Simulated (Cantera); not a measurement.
What does this Cantera script print?

```python
import numpy as np
import cantera as ct

gas_names = """
    H HNO HNO2 HNO3 HO2 H2 H2O H2O2 N NH NH2 NH3 NH2OH NO NO2 NO3 N2 N2H2 N2H4 N2O O OH O2 O3 Si SiH
    SiH2 SiH3 SiH4 SiN SiO SiO2 Si2 Si2N Si3
""".split()
cond_names = """
    H2O(s) H2O(L) Si(cr) Si(L) SiO2(Lqz) SiO2(hqz) SiO2(L) Si2N2O(s) Si3N4(a)
""".split()


# ... load() reads the species with a 1 bar reference pressure and builds the phases ...
atoms = {
    'Si2H6': {'Si': 2, 'H': 6},
    'O2': {'O': 2},
    'N2': {'N': 2},
    'H2O': {'H': 2, 'O': 1},
}
top_T = {'Si2N2O(s)': 2100, 'Si3N4(a)': 2400}  # K; cautious upper limits of use, not melting points


# ... equilibrate(T, P, feed) seeds the gas with the atoms and calls Mixture.equilibrate('TP', solver="vcs", rtol=1e-11, max_steps=5000) ...
results = []
feed = {'Si2H6': 1, 'O2': 0.15, 'N2': 81, 'H2O': 0.77}  # mol
T = 1575  # K
for P in [5, 26, 140, 710, 3700, 19000, 100000]:
    mix = equilibrate(T, P, feed)
    results.append((T, P, feed, dict(zip(mix.species_names, mix.species_moles))))
    x = sorted(zip(gas.X, gas.species_names), reverse=True)
    print(f"T = {T:g} K  P = {P:g} Pa  gas = {mix.phase_moles(0):.4g} mol")
    print("   x: " + "  ".join(f"{s} {v:.3e}" for v, s in x if v > 1e-06))
    print("   condensed (mol): " + ("  ".join(f"{mix.phase(i).name} {mix.phase_moles(i):.4g}"
          for i in range(1, mix.n_phases) if mix.phase_moles(i) > 1e-12) or "none"))
```

Result:

```
T = 1575 K  P = 5 Pa  gas = 85.99 mol
   x: N2 9.419e-01  H2 4.323e-02  SiO 1.244e-02  H 1.222e-03  Si 1.148e-03  Si2N 1.220e-05  SiN 7.466e-06  SiH 4.033e-06  Si2 2.442e-06
   condensed (mol): Si(cr) 0.8276
T = 1575 K  P = 26 Pa  gas = 85.27 mol
   x: N2 9.428e-01  H2 4.394e-02  SiO 1.255e-02  H 5.403e-04  Si 1.883e-04  Si2N 3.893e-06  SiN 2.793e-06  SiH 1.521e-06
   condensed (mol): Si3N4(a) 0.3043
T = 1575 K  P = 140 Pa  gas = 84.01 mol
   x: N2 9.532e-01  H2 4.476e-02  SiO 1.838e-03  H 2.350e-04  Si 1.130e-05
   condensed (mol): Si2N2O(s) 0.9156  Si3N4(a) 0.004454
T = 1575 K  P = 710 Pa  gas = 83.98 mol
   x: N2 9.534e-01  H2 4.484e-02  SiO 1.667e-03  H 1.044e-04
   condensed (mol): Si2N2O(s) 0.93
T = 1575 K  P = 3700 Pa  gas = 83.93 mol
   x: N2 9.538e-01  H2 4.488e-02  SiO 1.240e-03  H 4.577e-05  H2O 1.319e-05
   condensed (mol): SiO2(hqz) 0.01123  Si2N2O(s) 0.9423
T = 1575 K  P = 19000 Pa  gas = 83.81 mol
   x: N2 9.549e-01  H2 4.495e-02  SiO 1.399e-04  H2O 2.280e-05  H 2.021e-05
   condensed (mol): SiO2(hqz) 0.04148  Si2N2O(s) 0.9734
T = 1575 K  P = 100000 Pa  gas = 83.79 mol
   x: N2 9.550e-01  H2 4.495e-02  H2O 3.966e-05  SiO 1.528e-05  H 8.810e-06
   condensed (mol): SiO2(hqz) 0.04402  Si2N2O(s) 0.9773
```

Method: chemical equilibrium by Gibbs-energy minimisation in Cantera with the NASA 1993 tables (ideal gas, pure condensed phases). The feed counts by its element totals alone. Mutual solubility and eutectic melting of coexisting phases are not modelled. The tables hold silica as quartz up to 1696 K and as liquid above; real silica turns to tridymite and cristobalite and melts near 1996 K.
